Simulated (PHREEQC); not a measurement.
Make-up at 40 °C: 6.8 mmol/kgw KF. Closed to the air; pH follows from the charge balance.

Equilibrium calculation in PHREEQC: ion-association model, phreeqc.dat.

```json
[
 {"quantity": "pH", "before": "7.32", "after": "7.29"},
 {"quantity": "ionic strength (mol/kgw)", "before": "0.00680", "after": "0.0347"},
 {"quantity": "HF (mol/kgw)", "before": "5.94e-7", "after": "5.71e-7"},
 {"quantity": "HF2- (mol/kgw)", "before": "1.69e-8", "after": "1.63e-8"}
]
```

Task: What was changed between the two runs?
A. KF from 0.0068 to 0.0136 mol/kgw
B. 0.01 mol/kgw K2SO4 added
C. 0.0093 mol/kgw NaHCO3 added
D. KF from 0.0068 to 0.00612 mol/kgw

Result: B, 0.01 mol/kgw K2SO4 added

No solid was allowed to form. At this temperature some constants are extrapolated from 25 °C, and those without enthalpy data are left unchanged.
